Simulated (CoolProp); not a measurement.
Computed with CoolProp (reference Helmholtz-energy equation of state, Lemmon 2006). It is a short technical equation, of lower accuracy than the large ones.

For CH3F (R41), give the phase and the cv (kJ/(kg K)), speed of sound (m/s), isothermal compressibility (1/MPa) at 159.8 K and 0.224 MPa.


- 159.8 K and 0.224 MPa: liquid; cv 1.38, speed of sound 1270, isothermal compressibility 0.000974
